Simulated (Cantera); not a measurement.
A freely propagating, adiabatic, planar premixed flame of 27.5 % H2, 12.5 % O2, 60.0 % N2, equivalence ratio 1.1, unburnt at 373 K and 6.40 bar; mixture-averaged transport, grid criteria slope 0.08 and curve 0.16, no radiation.

Detailed kinetics in Cantera: the H2/O2 subset of GRI-Mech 3.0, which has no nitrogen chemistry. The hydrogen kinetics of GRI-Mech 3.0 are dated; newer H2 mechanisms differ, most at raised pressure. Burning velocities carry a grid error of a few per cent, more on coarse grids.

x: mole fraction of selected species; z is measured from the peak of heat release.

```tsv
z (mm)	T (K)	u (m/s)	x H2	x O2	x HO2	x H2O2	x O	x OH
-0.129	373	2.00	0.275	0.125	<1e-8	<1e-8	<1e-8	<1e-8
-0.0858	373	2.00	0.274	0.125	2.56e-8	<1e-8	<1e-8	<1e-8
-0.0644	374	2.00	0.273	0.126	2.22e-7	5.95e-8	<1e-8	<1e-8
-0.0429	379	2.02	0.266	0.127	4.62e-6	1.24e-6	(withheld)	<1e-8
-0.0215	492	2.50	0.227	0.130	0.000379	7.08e-5	(withheld)	1.33e-5
-0.0107	844	4.15	0.177	0.117	0.000972	0.000162	(withheld)	0.000656
0	1292	6.23	0.119	0.0834	0.000437	5.20e-5	(withheld)	0.00190
0.0107	1596	7.65	0.0742	0.0475	0.000199	6.06e-6	(withheld)	0.00433
0.0215	1768	8.45	0.0502	0.0260	9.47e-5	3.32e-6	(withheld)	0.00675
0.0429	1932	9.19	0.0360	0.0121	3.68e-5	1.92e-6	(withheld)	0.00863
0.0858	2064	9.76	0.0307	0.00674	1.67e-5	1.11e-6	(withheld)	0.00793
0.172	2155	10.1	0.0266	0.00384	7.59e-6	6.68e-7	(withheld)	0.00606
0.343	2212	10.4	0.0233	0.00195	3.00e-6	3.80e-7	(withheld)	0.00422
```

Problem. Fill in the missing entries.

Solution. 
- -0.0429, x O: 6.27e-8
- -0.0215, x O: 4.16e-6
- -0.0107, x O: 0.000158
- 0, x O: 0.00132
- 0.0107, x O: 0.00280
- 0.0215, x O: 0.00321
- 0.0429, x O: 0.00271
- 0.0858, x O: 0.00158
- 0.172, x O: 0.000747
- 0.343, x O: 0.000317
